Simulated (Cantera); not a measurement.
Input: 1 mol TiCl4, 0.67 mol H2O, a varied amount of H2, held at 1.00 bar.

Equilibrium computed with Cantera from the NASA thermochemical tables; the gas is ideal and each condensed phase is pure. Candidate condensed phases: H2O, Ti, TiCl2, TiCl3, TiCl4, TiO, TiO2, Ti2O3, Ti3O5, Ti4O7; 23 gas species. Mutual solubility and eutectic melting of coexisting phases are not modelled. The tables' values for TiCl2 are old estimates. TiO: taken at fixed stoichiometry. Kinetics and transport are ignored.

### Question
What condenses at these points (T in K, n(H2) in mol): (2025, 18); (1875, 4.2); (1975, 4.2); (2025, 4.2); (2025, 13)?

### Answer
```tsv
T (K)	n(H2) in mol	condensed phases	Ti condensed (%)
2025	18	TiO + Ti2O3	58.5
1875	4.2	Ti2O3	44.4
1975	4.2	Ti2O3	44.3
2025	4.2	Ti2O3	44.3
2025	13	TiO + Ti2O3	47.5
```
